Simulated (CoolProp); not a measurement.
Model: reference Helmholtz-energy equation of state, Lemmon 2005, in CoolProp. It is a short technical equation, of lower accuracy than the large ones.

Task: For isobutene, give the phase and the Z, cv (kJ/(kg K)), speed of sound (m/s), expansivity (1/kK) at 188.65 °C and 23.9 MPa.

Result: 
- 188.65 °C and 23.9 MPa: supercritical; Z 0.771, cv 2.17, speed of sound 569, expansivity 2.49
